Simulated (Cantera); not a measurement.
Cantera run:

```python
import numpy as np
import cantera as ct

gas_names = """
    Fe FeO Fe(OH)2 H HNO HNO2 HNO3 HO2 H2 H2O H2O2 N NH NH2 NH3 NH2OH NO NO2 NO3 N2 N2H2 N2H4 N2O O OH
    O2 O3
""".split()
cond_names = """
    Fe(a) Fe(c) Fe(d) Fe(L) FeO(s) FeO(L) Fe(OH)2(s) Fe(OH)3(s) Fe2O3(s) Fe3O4(s) H2O(s) H2O(L)
""".split()


# ... load() reads the species with a 1 bar reference pressure and builds the phases ...
atoms = {
    'Fe3O4': {'Fe': 3, 'O': 4},
    'H2': {'H': 2},
    'N2': {'N': 2},
}
top_T = {'Fe2O3(s)': 1830, 'Fe3O4(s)': 1870}  # K; cautious upper limits of use, not melting points


# ... equilibrate(T, P, feed) seeds the gas with the atoms and calls Mixture.equilibrate('TP', solver="vcs", rtol=1e-11, max_steps=5000) ...
results = []
feed = {'Fe3O4': 1, 'H2': 1.3, 'N2': 48}  # mol
P = 580  # Pa
for T in [975, 1050, 1125, 1200, 1275, 1350, 1425, 1500, 1575, 1650, 1725, 1800]:
    mix = equilibrate(T, P, feed)
    results.append((T, P, feed, dict(zip(mix.species_names, mix.species_moles))))

top = {s: max(r[3][s] / sum(r[3][g] for g in gas_names) for r in results) for s in gas_names}
cols = sorted((s for s in top if top[s] > 0.0001), key=lambda s: -top[s])[:6]
seen = [c for c in cond_names if any(r[3].get(c, 0) > 1e-12 for r in results)]
print("log10 of partial pressures in bar; condensed amounts in mol")
print(f"{'T/K':>10s}" + "".join(f"{s[:9]:>10s}" for s in cols + seen))
for T, P, feed, n in results:
    ng = sum(n[g] for g in gas_names)
    print(f"{T:10.4g}" + "".join(f"{np.log10(max(n[s] / ng * P / 1e5, 1e-99)):10.3f}" for s in cols)
          + "".join(f"{n.get(c, 0):10.4g}" for c in seen))
```

Output:

```
log10 of partial pressures in bar; condensed amounts in mol
       T/K        N2       H2O        H2        Fe         H    FeO(s)    FeO(L)
       975    -2.248    -3.929    -4.452   -15.673   -11.168         3         0
      1050    -2.248    -3.929    -4.452   -14.034   -10.317         3         0
      1125    -2.248    -3.929    -4.452   -12.618    -9.578         3         0
      1200    -2.248    -3.929    -4.452   -11.385    -8.931         3         0
      1275    -2.248    -3.929    -4.452   -10.301    -8.359         3         0
      1350    -2.248    -3.929    -4.452    -9.343    -7.849         3         0
      1425    -2.248    -3.929    -4.453    -8.490    -7.392         3         0
      1500    -2.248    -3.929    -4.453    -7.726    -6.981         3         0
      1575    -2.248    -3.929    -4.455    -7.039    -6.609     2.999         0
      1650    -2.248    -3.928    -4.460    -6.422    -6.271         0     2.997
      1725    -2.248    -3.926    -4.473    -5.905    -5.967         0     2.989
      1800    -2.249    -3.920    -4.505    -5.457    -5.698         0     2.969
```

These are equilibrium values from Cantera (NASA tables, ideal gas, pure condensed phases), not measurements of a reactor. The tables' stoichiometric FeO is somewhat more stable than real wüstite, so its field is too wide. FeO: taken at fixed stoichiometry.
